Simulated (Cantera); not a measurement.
Input: 1 mol borazine, 0.39 mol O₂, equilibrated at 0.310 bar.

Cantera equilibrium calculation (NASA polynomials, part measured and part estimated; ideal gas, pure solids and liquids). Candidate condensed phases: B, BN, B₂O₃, B₃O₃H₃, H₂O; 39 gas species. The feed counts by its element totals alone. Mutual solubility and eutectic melting of coexisting phases are not modelled. The tables' values for BH₂ are old estimates; treat these amounts as uncertain. Gases not in the tables: H₃BO₃, B₂H₆ and higher boranes. Rates play no part.

x: gas mole fraction; n: condensed amount in mol.

| T (K) | x H₂ | x HBO | x N₂ | x BO | x B₂O₂ | x B₂O₃ | x HBO₂ | x H | n BN(s) | n B₂O₃(l) |
|---|---|---|---|---|---|---|---|---|---|---|
| 1675 | 0.905 | 0.00518 | 0.0782 | 2.34e-5 | 0.000144 | 0.00169 | 0.00752 | 0.000198 | 2.49 | 0.230 |
| 1775 | 0.881 | 0.0160 | 0.0780 | 0.000163 | 0.00116 | 0.00777 | 0.0140 | 0.000488 | 2.48 | 0.180 |
| 1875 | 0.814 | 0.0426 | 0.0789 | 0.000913 | 0.00741 | 0.0300 | 0.0237 | 0.00106 | 2.44 | 0.0274 |
| 1975 | 0.783 | 0.0662 | 0.0854 | 0.00273 | 0.0158 | 0.0270 | 0.0162 | 0.00218 | 2.38 | 0 |
| 2075 | 0.760 | ? | 0.0922 | ? | ? | ? | ? | ? | 2.32 | 0 |
| 2175 | 0.739 | 0.101 | 0.0972 | ? | 0.0297 | ? | ? | ? | 2.27 | 0 |
| 2275 | 0.722 | 0.107 | 0.0996 | 0.0220 | 0.0303 | 0.00329 | 0.00185 | 0.0130 | 2.24 | 0 |
| 2375 | 0.707 | 0.106 | 0.100 | 0.0340 | 0.0273 | 0.00118 | 0.000755 | 0.0213 | 2.22 | 0 |

**Question.** Fill in the missing entries.

**Answer.** 
- 2175, x BO: 0.0128
- 2175, x B₂O₃: 0.00818
- 2175, x HBO₂: 0.00430
- 2175, x H: 0.00754
- 2075, x HBO: 0.0868
- 2075, x BO: 0.00645
- 2075, x B₂O₂: 0.0243
- 2075, x B₂O₃: 0.0168
- 2075, x HBO₂: 0.00895
- 2075, x H: 0.00417
